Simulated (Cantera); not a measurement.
A perfectly stirred reactor is fed with 12.5 % CH₄, 87.5 % N₂, at 0.0168 atm; it is held at 1825 K, and followed from long to short residence time.

Cantera simulation using GRI-Mech 3.0 (53 species, 325 reactions); the numbers are that mechanism's predictions, not measurements. GRI-Mech 3.0 stops at C3 and has no aromatics, soot or wall deposition, so with more carbon than oxygen in the feed, carbon stays in small species such as C2H2 where larger ones or solid carbon would form. Radical loss at walls, strong at low pressure, is not modelled.

x: mole fraction; the columns are a selection and need not sum to one.

| τ (s) | x CH₄ | x C₂H₂ | x CH₂ | x C₂H | x HCN | x H | x CH₃ |
|---|---|---|---|---|---|---|---|
| 2.7 | 0.00598 | 0.0526 | 1.92e-6 | [?] | 0.000114 | 0.000621 | 0.000467 |
| 0.99 | 0.0117 | 0.0498 | 2.48e-6 | [?] | 4.19e-5 | 0.000494 | 0.000761 |
| 0.36 | 0.0221 | 0.0447 | 3.11e-6 | [?] | 1.49e-5 | 0.000382 | 0.00121 |
| 0.13 | 0.0394 | 0.0362 | 3.73e-6 | [?] | 4.86e-6 | 0.000276 | 0.00183 |
| 0.048 | 0.0644 | 0.0235 | 4.01e-6 | [?] | 1.27e-6 | 0.000171 | 0.00249 |
| 0.018 | 0.0954 | 0.00850 | 3.27e-6 | [?] | 1.68e-7 | 6.94e-5 | 0.00274 |
| 0.0065 | 0.119 | 0.000670 | 1.27e-6 | [?] | 4.69e-9 | 1.26e-5 | 0.00180 |
| 0.0024 | 0.124 | 1.68e-5 | 2.43e-7 | 6.59e-10 | 1.34e-10 | 3.03e-6 | 0.000744 |
| 0.00086 | 0.125 | 2.88e-7 | 3.70e-8 | 1.04e-11 | 8.89e-12 | 1.90e-6 | 0.000269 |
| 0.00032 | 0.125 | 5.25e-9 | 6.18e-9 | <1e-12 | <1e-12 | 1.73e-6 | 9.95e-5 |
| 0.00012 | 0.125 | 8.85e-11 | 1.09e-9 | <1e-12 | <1e-12 | 1.63e-6 | 3.64e-5 |

What belongs in the gaps?


- 2.7, x C₂H: 2.01e-6
- 0.99, x C₂H: 1.59e-6
- 0.36, x C₂H: 1.22e-6
- 0.13, x C₂H: 8.70e-7
- 0.048, x C₂H: 5.08e-7
- 0.018, x C₂H: 1.69e-7
- 0.0065, x C₂H: 1.52e-8
